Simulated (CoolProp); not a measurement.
Vapour-liquid equilibrium of carbon dioxide (1) + CH2F2 (R32) (2) at -26.45 °C; x and y are mole fractions of (1).

Values from CoolProp's multi-fluid Helmholtz-energy mixture model, Span 1996 and Tillner-Roth 1997; pair parameters Bell 2016.

```csv
x,"bubble pressure, mixture model (bar)","bubble pressure, Raoult's law (bar)","y, mixture model","y, Raoult's law"
0.05,3.801,3.803,0.197,0.211
0.15,5.098,5.093,0.447,0.473
0.25,6.398,6.383,0.599,0.629
0.35,7.689,7.673,0.701,0.732
0.45,8.967,8.962,0.775,0.806
0.55,10.23,10.25,0.832,0.861
0.65,11.49,11.54,0.878,0.904
0.75,12.75,12.83,0.917,0.938
0.85,14.04,14.12,0.952,0.966
0.95,15.37,15.41,0.984,0.990
```

The largest gap from Raoult's law is -0.6 % in bubble pressure, at x = 0.75. No azeotrope shows between x = 0.05 and 0.95.

The pair parameters rest on a limited set of measurements; away from them the model extrapolates.
